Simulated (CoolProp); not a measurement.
Saturation properties of hydrogen sulfide (Tc = 100.0 °C, pc = 8.999 MPa, ω = 0.101).

Values from CoolProp's reference Helmholtz-energy equation of state, Lemmon 2006. It is a short technical equation, of lower accuracy than the large ones.

| T (°C) | p (MPa) | liquid cp (kJ/(kg K)) | surface tension (mN/m) | liquid viscosity (µPa s) |
|---|---|---|---|---|
| 8.95 | 1.331 | 2.138 | 14.3 | 144 |
| 14.45 | 1.543 | 2.170 | 13.3 | 137 |
| 20.05 | 1.783 | 2.207 | 12.2 | 130 |
| 25.55 | 2.045 | 2.250 | 11.2 | 124 |
| 31.15 | 2.338 | 2.302 | 10.2 | 117 |
| 36.75 | 2.661 | 2.364 | 9.21 | 111 |
| 42.25 | 3.009 | 2.436 | 8.25 | 106 |
| 47.85 | 3.395 | 2.526 | 7.29 | 99.7 |
| 53.35 | 3.808 | 2.635 | 6.37 | 94.1 |
| 58.95 | 4.265 | 2.776 | 5.46 | 88.4 |

It boils at -60.3 °C under 1 atm.

Viscosity comes from a separate model (Quiñones-Cisneros 2012). Surface tension comes from a separate correlation (Mulero 2012).
